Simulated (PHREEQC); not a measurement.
Consider water at 25 °C with 1 mol NaCl, 0.45 mol H3BO3, 0.24 mol KBr and 0.055 mol NaHCO3 per kg of water. Closed to the air; pH follows from the charge balance.

Model: Pitzer model, pitzer.dat, run in PHREEQC.

No solid was allowed to form.

Question: Order these B species by the share of B that they hold, largest first: B3O3(OH)4-, B4O5(OH)4-2, B(OH)4-, B(OH)3.

Answer: B(OH)3 (89 %), B3O3(OH)4- (10 %), B4O5(OH)4-2 (0.34 %), B(OH)4- (0.26 %)

The pH is 6.30 and the ionic strength 1.29 mol/kgw. In brines, pH and single-ion activities rest on the MacInnes convention.
